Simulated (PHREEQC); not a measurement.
## Alkaline etch or developer: speciation

Make-up at 20 °C: 0.13 mmol/kgw TMAH and 2.2 mmol/kgw H3BO3. Closed to the air; pH follows from the charge balance.

Equilibrium calculation in PHREEQC: ion-association model, wateq4f.dat.

```yaml
pH: 8.07
ionic_strength: 0.000130 mol/kgw
total_alkalinity: 0.130 meq/kg
```

```
species   molality  activity   log γ
--------  --------  --------  ------
H3BO3      0.00207   0.00207   0.000
(CH3)4N+  0.000130  0.000128  -0.006
H2BO3-    0.000129  0.000128  -0.006
OH-        8.08e-7   7.97e-7  -0.006
H+         8.63e-9   8.52e-9  -0.006
```

No solid was allowed to form. (CH3)4N+ isn't in the database: it is added as a free cation with an ion size of 4 Å.
